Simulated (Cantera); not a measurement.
Input (Python, Cantera) and output of one run.

```python
import numpy as np
import cantera as ct

gas_names = """
    H HNO HNO2 HNO3 HO2 H2 H2O H2O2 N NH NH2 NH3 NH2OH NO NO2 NO3 N2 N2H2 N2H4 N2O O OH O2 O3 Si SiH
    SiH2 SiH3 SiH4 SiN SiO SiO2 Si2 Si2N Si3
""".split()
cond_names = """
    H2O(s) H2O(L) Si(cr) Si(L) SiO2(Lqz) SiO2(hqz) SiO2(L) Si2N2O(s) Si3N4(a)
""".split()


# ... load() reads the species with a 1 bar reference pressure and builds the phases ...
atoms = {
    'Si3N4': {'Si': 3, 'N': 4},
    'O2': {'O': 2},
    'H2': {'H': 2},
}
top_T = {'Si2N2O(s)': 2100, 'Si3N4(a)': 2400}  # K; cautious upper limits of use, not melting points


# ... equilibrate(T, P, feed) seeds the gas with the atoms and calls Mixture.equilibrate('TP', solver="vcs", rtol=1e-11, max_steps=5000) ...
results = []
feed = {'Si3N4': 1, 'O2': 2.8, 'H2': 6.8}  # mol
T = 1300  # K
P = 81000  # Pa
mix = equilibrate(T, P, feed)
results.append((T, P, feed, dict(zip(mix.species_names, mix.species_moles))))
print(gas.report(threshold=1e-05))
for i in range(1, mix.n_phases):
    print(f"{mix.phase(i).name:16s} {mix.phase_moles(i):12.5e} mol")
```

It prints:

```
       temperature   1300 K
          pressure   81000 Pa
           density   0.057086 kg/m^3
  mean mol. weight   7.6177 kg/kmol
   phase of matter   gas

                          1 kg             1 kmol
                     ---------------   ---------------
          enthalpy         3.968e+06        3.0227e+07  J
   internal energy        2.5491e+06        1.9418e+07  J
           entropy             25457        1.9392e+05  J/K
    Gibbs function       -2.9126e+07       -2.2187e+08  J
 heat capacity c_p            4210.6             32075  J/K
 heat capacity c_v            3119.1             23761  J/K

                      mass frac. Y      mole frac. X     chem. pot. / RT
                     ---------------   ---------------   ---------------
                H2            0.2076           0.78444            -18.65
               H2O        0.00048719        0.00020601           -56.819
               NH3        7.2422e-05        3.2393e-05           -41.639
                N2           0.79184           0.21532            -27.33
     [  +31 minor]        2.0152e-07        1.0987e-06

Si(cr)            0.00000e+00 mol
SiO2(hqz)         2.73214e+00 mol
Si2N2O(s)         1.33928e-01 mol
Si3N4(a)          0.00000e+00 mol
```

Method: chemical equilibrium by Gibbs-energy minimisation in Cantera with the NASA 1993 tables (ideal gas, pure condensed phases). Mutual solubility and eutectic melting of coexisting phases are not modelled. The tables hold silica as quartz up to 1696 K and as liquid above; real silica turns to tridymite and cristobalite and melts near 1996 K.
